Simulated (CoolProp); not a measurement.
Toluene along the isotherm 346.85 °C: Z from the reference equation and from simpler models built on Tc = 318.6 °C, pc = 4.126 MPa, ω = 0.266; each cubic takes its own stable root.

Values from CoolProp's reference Helmholtz-energy equation of state, Lemmon 2006. It is a short technical equation, of lower accuracy than the large ones.

| p (MPa) | phase | reference | van der Waals | Soave-Redlich-Kwong | Peng-Robinson |
|---|---|---|---|---|---|
| 0.0326 | gas | 0.9975 | 0.9979 | 0.9977 | 0.9974 |
| 0.067 | gas | 0.9949 | 0.9957 | 0.9953 | 0.9947 |
| 0.138 | gas | 0.9894 | 0.9911 | 0.9902 | 0.9890 |
| 0.282 | gas | 0.9782 | 0.9816 | 0.9799 | 0.9774 |
| 0.58 | gas | 0.9547 | 0.9616 | 0.9582 | 0.9531 |
| 1.19 | gas | 0.9043 | 0.9182 | 0.9118 | 0.9016 |
| 2.45 | gas | 0.7891 | 0.8153 | 0.8056 | 0.7858 |
| 5.02 | supercritical | 0.4523 | 0.4022 | 0.4883 | 0.4601 |
| 10.3 | supercritical | 0.3732 | 0.5132 | 0.4408 | 0.3998 |
